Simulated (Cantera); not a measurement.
Equilibrium for metals in furnace atmospheres: Pb + O₂ + H₂

A closed system holds: 1 mol Pb, 0.16 mol O₂, a varied amount of H₂, held at 1950 K and 9.70 mbar.

Equilibrium computed with Cantera from the NASA thermochemical tables; the gas is ideal and each condensed phase is pure. Candidate condensed phases: H₂O, Pb, PbO, PbO₂, Pb₃O₄; 12 gas species. The numbers say what is thermodynamically allowed, not how fast it happens.

From 3 mol H₂ to 230 mol H₂ nothing is condensed. The main Pb-bearing gas is Pb throughout.

| n(H₂) (mol) | x H₂ | x Pb | x H₂O | x H | x PbO | x OH | x Pb₂ | x O |
|---|---|---|---|---|---|---|---|---|
| 3 | 0.662 | 0.249 | 0.0794 | 0.00947 | 0.000112 | 0.000103 | 3.22e-6 | 1.09e-6 |
| 4.9 | 0.767 | 0.169 | 0.0538 | 0.0102 | 4.45e-5 | 6.50e-5 | 1.48e-6 | 6.40e-7 |
| 7.9 | 0.842 | 0.112 | 0.0357 | 0.0107 | 1.78e-5 | 4.11e-5 | 6.51e-7 | 3.86e-7 |
| 13 | 0.895 | 0.0710 | 0.0227 | 0.0110 | 6.77e-6 | 2.54e-5 | 2.63e-7 | 2.31e-7 |
| 21 | 0.929 | 0.0452 | 0.0144 | 0.0112 | 2.64e-6 | 1.58e-5 | 1.06e-7 | 1.42e-7 |
| 33 | 0.950 | 0.0292 | 0.00935 | 0.0113 | 1.08e-6 | 1.01e-5 | 4.46e-8 | 8.97e-8 |
| 54 | 0.965 | 0.0181 | 0.00578 | 0.0114 | 4.07e-7 | 6.22e-6 | 1.70e-8 | 5.46e-8 |
| 88 | 0.974 | 0.0112 | 0.00357 | 0.0115 | 1.54e-7 | 3.82e-6 | 6.50e-9 | 3.34e-8 |
| 140 | 0.979 | 0.00705 | 0.00225 | 0.0115 | 6.10e-8 | 2.41e-6 | 2.59e-9 | 2.10e-8 |
| 230 | 0.983 | 0.00430 | 0.00138 | 0.0115 | 2.27e-8 | 1.47e-6 | 9.65e-10 | 1.28e-8 |
x: gas mole fraction; nothing condenses.
